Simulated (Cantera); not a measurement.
Input: 1 mol NiS, 13 mol H2, 2.6 mol N2, at 0.0133 bar.

These are equilibrium values from Cantera (NASA tables, ideal gas, pure condensed phases), not measurements of a reactor. Candidate condensed phases: Ni, NiS, NiS2, Ni3S2, Ni3S4, S; 17 gas species. Metal and sulfide melt together well below either melting point, which pure phases cannot show. Mutual solubility and eutectic melting of coexisting phases are not modelled. Gases not in the tables: S3 to S7. The numbers say what is thermodynamically allowed, not how fast it happens.

Question: Which condensed phases are stable at each of these points (T (K)): 1225, 1275, 1325, 1375, 1425, 1475, 1525, 1575, 1625, 1675?

Answer: 
```json
[
 {"T (K)": "1225", "condensed phases": "Ni3S2(l)", "Ni condensed (%)": "100.0"},
 {"T (K)": "1275", "condensed phases": "Ni3S2(l)", "Ni condensed (%)": "100.0"},
 {"T (K)": "1325", "condensed phases": "Ni3S2(l)", "Ni condensed (%)": "100.0"},
 {"T (K)": "1375", "condensed phases": "Ni3S2(l)", "Ni condensed (%)": "100.0"},
 {"T (K)": "1425", "condensed phases": "Ni3S2(l)", "Ni condensed (%)": "100.0"},
 {"T (K)": "1475", "condensed phases": "Ni3S2(l)", "Ni condensed (%)": "100.0"},
 {"T (K)": "1525", "condensed phases": "Ni3S2(l)", "Ni condensed (%)": "100.0"},
 {"T (K)": "1575", "condensed phases": "Ni3S2(l)", "Ni condensed (%)": "100.0"},
 {"T (K)": "1625", "condensed phases": "Ni3S2(l)", "Ni condensed (%)": "99.9"},
 {"T (K)": "1675", "condensed phases": "Ni(s) + Ni3S2(l)", "Ni condensed (%)": "99.7"}
]
```

From 1225 K to 1625 K the condensed part is Ni3S2(l). At 1675 K the condensed part is Ni(s) + Ni3S2(l).
